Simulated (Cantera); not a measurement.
What does this Cantera script print?

```python
import numpy as np
import cantera as ct

gas = ct.Solution("h2o2.yaml")
gas.TPX = 948, 100000, {'H2': 0.97, 'O2': 1, 'N2': 11}
reactor = ct.IdealGasConstPressureReactor(gas, energy="off", clone=False)
net = ct.ReactorNet([reactor])
net.rtol, net.atol = 1e-08, 1e-18
show = ['H2', 'O2', 'O', 'H', 'H2O2', 'HO2']
times = np.geomspace(1e-05, 4, 14)

steps = ct.SolutionArray(gas, extra=["t"])
rows = []
print(f"{'t/s':>10s}{'T/K':>9s}{'P/Pa':>11s}" + "".join(f"{s:>11s}" for s in show))
for t in times:
    while net.time < t:
        t_next = net.step()
        steps.append(gas.state, t=t_next)
    rows.append([np.interp(t, steps.t, y) for y in (steps.T, steps.P, *steps(*show).X.T)])
    print(f"{t:10.3e}{rows[-1][0]:9.1f}{rows[-1][1]:11.4g}" + "".join(f"{x:11.3e}" for x in rows[-1][2:]))
rate = np.gradient(steps.T, steps.t)
print("integrator steps:", len(steps.t))
if steps.T.max() > steps.T[0] + 200:
    print(f"time of steepest temperature rise: {steps.t[rate.argmax()]:.4e} s")
gas.TPX = 948, 100000, {'H2': 0.97, 'O2': 1, 'N2': 11}
gas.equilibrate("TP")
print(f"equilibrium (TP): T = {gas.T:.1f} K  " + "  ".join(f"{s} {gas[s].X[0]:.3e}" for s in show))
```

It prints:

```
       t/s      T/K       P/Pa         H2         O2          O          H       H2O2        HO2
 1.000e-05    948.0      1e+05  7.479e-02  7.710e-02  7.692e-13  7.316e-12  1.640e-15  1.195e-11
 2.697e-05    948.0      1e+05  7.479e-02  7.710e-02  2.849e-12  1.733e-11  1.462e-14  4.191e-11
 7.275e-05    948.0      1e+05  7.479e-02  7.710e-02  8.068e-12  4.120e-11  1.526e-13  1.752e-10
 1.962e-04    948.0      1e+05  7.479e-02  7.710e-02  1.873e-11  9.001e-11  1.882e-12  8.448e-10
 5.293e-04    948.0      1e+05  7.479e-02  7.710e-02  3.396e-11  1.600e-10  2.444e-11  4.030e-09
 1.428e-03    948.0      1e+05  7.479e-02  7.710e-02  5.305e-11  2.491e-10  2.897e-10  1.704e-08
 3.851e-03    948.0      1e+05  7.479e-02  7.710e-02  1.319e-10  6.192e-10  3.441e-09  8.179e-08
 1.039e-02    948.0      1e+05  7.479e-02  7.710e-02  1.653e-09  7.771e-09  1.004e-07  1.159e-06
 2.802e-02    948.0      1e+05  3.558e-02  5.825e-02  1.030e-07  3.265e-07  7.248e-05  2.283e-05
 7.557e-02    948.0      1e+05  3.193e-02  5.644e-02  2.610e-07  8.071e-07  1.889e-04  3.213e-05
 2.038e-01    948.0      1e+05  2.146e-02  5.143e-02  2.344e-07  5.653e-07  1.679e-04  2.800e-05
 5.498e-01    948.0      1e+05  7.861e-03  4.496e-02  1.831e-07  2.221e-07  8.650e-05  1.865e-05
 1.483e+00    948.0      1e+05  8.823e-04  4.166e-02  6.086e-08  1.787e-08  9.179e-06  5.595e-06
 4.000e+00    948.0      1e+05  9.494e-05  4.129e-02  4.327e-09  5.617e-10  3.002e-07  9.893e-07
integrator steps: 1827
equilibrium (TP): T = 948.0 K  H2 6.567e-12  O2 4.125e-02  O 6.073e-12  H 1.352e-15  H2O2 2.203e-11  HO2 1.007e-10
```

Model: the H2/O2 subset of GRI-Mech 3.0, which has no nitrogen chemistry, integrated in Cantera. Below about 950 K walls govern HO2 and H2O2 in real vessels. The temperature is held fixed by assumption; the heat of reaction is taken as removed at once.
